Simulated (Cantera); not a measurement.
Cantera with NASA thermochemical tables; ideal gases at 1 bar, condensed phases pure. Values are per mole of reaction as written; species without (g) are pure solids or liquids, kept so even where they would boil at 1 bar.

Q: Between 300 and 1148 K, where is each reaction favourable under standard conditions?
- 2 CO(g) + 2 Ca(g) + 3 H2(g) = C2H6(g) + 2 CaO

A: 
- 2 CO(g) + 2 Ca(g) + 3 H2(g) = C2H6(g) + 2 CaO: ΔG° is -1251 kJ at 300 K and -569 kJ at 1148 K; it stays negative (K > 1). ΔH° is -1483 kJ and ΔS° -796 J/K at 1148 K.
